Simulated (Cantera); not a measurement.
An isothermal, constant-pressure homogeneous reactor starts with 9.43 % CH₄, 90.6 % N₂, at 1773 K and 750 Torr.

Model: GRI-Mech 3.0 (53 species, 325 reactions), integrated in Cantera. GRI-Mech 3.0 stops at C3 and has no aromatics, soot or wall deposition, so with more carbon than oxygen in the feed, carbon stays in small species such as C2H2 where larger ones or solid carbon would form.

One state of this run: x CH₄ = 0.000940; x C₂H₆ = 4.84e-8; x C₂H₄ = 0.000153; x H₂ = 0.128; x C₂H₂ = 0.0425; x CH₃ = 1.52e-5. x: mole fraction; the columns are a selection and need not sum to one.

Question: Which value of t (s) does it belong to?
A) 0.00400
B) 4.00
C) 0.000400
D) 0.400

Answer: D, 0.400
